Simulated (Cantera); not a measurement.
Input: 1 mol toluene, 0.88 mol H2, at 2.60 bar.

Method: chemical equilibrium by Gibbs-energy minimisation in Cantera with the NASA 1993 tables (ideal gas, pure condensed phases). Candidate condensed phases: C, C6H6, C7H8, C8H18; 86 gas species. Ions and electrons are included (thermal ionisation). Rates play no part.

**Question.** Which condensed phases are stable at each of these points (T (K)): 2500, 2750, 3000, 3250, 3500, 3750, 4000, 4250, 4500, 4750, 5000?

**Answer.** 
```tsv
T (K)	condensed phases	C condensed (%)
2500	C(graphite)	98.5
2750	C(graphite)	96.1
3000	C(graphite)	91.6
3250	C(graphite)	83.7
3500	C(graphite)	69.2
3750	C(graphite)	29.7
4000	gas only	0.0
4250	gas only	0.0
4500	gas only	0.0
4750	gas only	0.0
5000	gas only	0.0
```

From 2500 K to 3750 K the condensed part is C(graphite). From 4000 K to 5000 K nothing is condensed.
